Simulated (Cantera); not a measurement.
Feed: 1 mol AlCl3, 1.6 mol N2O, 6.1 mol H2, at 52.0 mbar.

Method: chemical equilibrium by Gibbs-energy minimisation in Cantera with the NASA 1993 tables (ideal gas, pure condensed phases). Candidate condensed phases: Al, AlCl3, AlN, Al2O3, H2O, NH4Cl; 45 gas species. Rates play no part. All values below are at 1698 K.

Base state: H2 0.489, HCl 0.326, N2 0.174, H2O 0.0110, H 0.000443, Cl 0.000230, AlCl3 6.35e-5 (mole fractions); condensed: Al2O3(s).

Q: What changes in the equilibrium state with this change: pressure from 52.0 mbar to 1.33 mbar?

A: 
```csv
species,before,after
H2,0.489,0.487
HCl,0.326,0.324
N2,0.174,0.174
H,0.000443,0.00276
H2O,0.0110,0.0109
AlCl,4.63e-6,2.89e-5
AlCl3,6.35e-5,1.01e-5
Cl,0.000230,0.00143
"Al2O3(s), mol",0.500,0.500
```
